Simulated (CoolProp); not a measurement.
Vapour-liquid equilibrium of carbon dioxide (1) + n-butane (2) at 0.549 MPa; x and y are mole fractions of (1).

The numbers come from the multi-fluid Helmholtz-energy mixture model, Span 1996 and Bücker 2006; pair parameters Kunz 2012 in CoolProp.

Task: Give the bubble temperature and the first vapour's composition at x = 0.15, 0.35, 0.65. Is there an azeotrope?

Result: x = 0.15: 249.5 K, y = 0.930; x = 0.35: 228.0 K, y = 0.979; x = 0.65: 222.7 K, y = 0.987. No azeotrope shows between x = 0.05 and 0.95.

The pair parameters rest on a limited set of measurements; away from them the model extrapolates. With so large a gap from Raoult's law the liquid may split in two, which this calculation doesn't test in full.
